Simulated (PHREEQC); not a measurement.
Dissolve 45 mmol/kgw Na2S and 0.076 mmol/kgw HCl at 65 °C. Closed to the air; pH follows from the charge balance.

The numbers come from PHREEQC with the ion-association model, phreeqc.dat.

```
quantity                  before  after
------------------------  ------  -----
pH                         11.24  11.74
ionic strength (mol/kgw)   0.105  0.105
```

### Question
Name the change that produced these shifts.
(A) Na2S left out
(B) Na2S from 0.045 to 0.0405 mol/kgw
(C) temperature from 65 to 45 °C
(D) HCl from 7.6e-05 to 3.8e-05 mol/kgw
(E) 0.001 mol/kgw Na2CO3 added

### Answer
C, temperature from 65 to 45 °C

Precipitation was switched off in this run. With this much S-2 the pH rests on the database's HS-/S-2 constant; if that pK is higher, the solution is more alkaline. Constants without temperature data keep their 25 °C values here. The database's pK near 12.9 for HS-/S-2 is now thought far too low, so its S-2 is overstated.
